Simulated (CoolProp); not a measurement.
Computed with CoolProp (reference Helmholtz-energy equation of state, de Reuck 1990).

Problem. Give the vapour pressure (kPa), liquid cp (kJ/(kg K)), vapour Z, surface tension (mN/m) of saturated fluorine at 115.8, 118.1, 120.3 K.

Solution. 
| T (K) | p (kPa) | liquid cp (kJ/(kg K)) | vapour Z | surface tension (mN/m) |
|---|---|---|---|---|
| 115.8 | 1280 | 1.77 | 0.811 | 5.54 |
| 118.1 | 1470 | 1.81 | 0.793 | 5.00 |
| 120.3 | 1660 | 1.86 | 0.774 | 4.50 |

Surface tension comes from a separate correlation (Mulero 2012).
